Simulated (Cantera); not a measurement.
What does this Cantera script print?

```python
import numpy as np
import cantera as ct

gas_names = """
    Ca CaF CaF2 Ca2 F F2 H HF H2 H2F2 H3F3 H4F4 H5F5 H6F6 H7F7 N NF NF2 NF3 NH NH2 NH3 N2 N2H2 N2H4
""".split()
cond_names = """
    Ca(a) Ca(b) Ca(L) CaF2(a) CaF2(b) CaF2(L)
""".split()


# ... load() reads the species with a 1 bar reference pressure and builds the phases ...
atoms = {
    'CaF2': {'Ca': 1, 'F': 2},
    'HF': {'H': 1, 'F': 1},
    'N2': {'N': 2},
}
top_T = {}  # K; cautious upper limits of use, not melting points


# ... equilibrate(T, P, feed) seeds the gas with the atoms and calls Mixture.equilibrate('TP', solver="vcs", rtol=1e-11, max_steps=5000) ...
results = []
feed = {'CaF2': 1, 'HF': 0.1, 'N2': 8.4}  # mol
P = 10000  # Pa
for T in [875, 1075, 1275, 1475, 1675, 1875, 2075]:
    mix = equilibrate(T, P, feed)
    results.append((T, P, feed, dict(zip(mix.species_names, mix.species_moles))))

top = {s: max(r[3][s] / sum(r[3][g] for g in gas_names) for r in results) for s in gas_names}
cols = sorted((s for s in top if top[s] > 1e-06), key=lambda s: -top[s])[:7]
seen = [c for c in cond_names if any(r[3].get(c, 0) > 1e-12 for r in results)]
print("log10 of partial pressures in bar; condensed amounts in mol")
print(f"{'T/K':>10s}" + "".join(f"{s[:9]:>10s}" for s in cols + seen))
for T, P, feed, n in results:
    ng = sum(n[g] for g in gas_names)
    print(f"{T:10.4g}" + "".join(f"{np.log10(max(n[s] / ng * P / 1e5, 1e-99)):10.3f}" for s in cols)
          + "".join(f"{n.get(c, 0):10.4g}" for c in seen))
```

It prints:

```
log10 of partial pressures in bar; condensed amounts in mol
       T/K        N2      CaF2        HF         F       CaF         H        H2   CaF2(a)   CaF2(b)   CaF2(L)
       875    -1.005   -16.079    -2.929   -13.995   -31.361   -17.448   -14.296         1         0         0
      1075    -1.005   -11.355    -2.929   -11.352   -22.688   -13.661   -11.656         1         0         0
      1275    -1.005    -8.167    -2.929    -9.530   -16.796   -11.054    -9.844         1         0         0
      1475    -1.005    -5.896    -2.929    -8.188   -12.568    -9.156    -8.538         0    0.9999         0
      1675    -1.005    -4.234    -2.930    -7.145    -9.437    -7.726    -7.581         0     0.995         0
      1875    -1.009    -3.054    -2.933    -6.274    -7.151    -6.647    -6.928         0         0    0.9243
      2075    -1.038    -2.132    -2.963    -5.374    -5.532    -5.997    -6.845         0         0    0.3224
```

Equilibrium computed with Cantera from the NASA thermochemical tables; the gas is ideal and each condensed phase is pure.
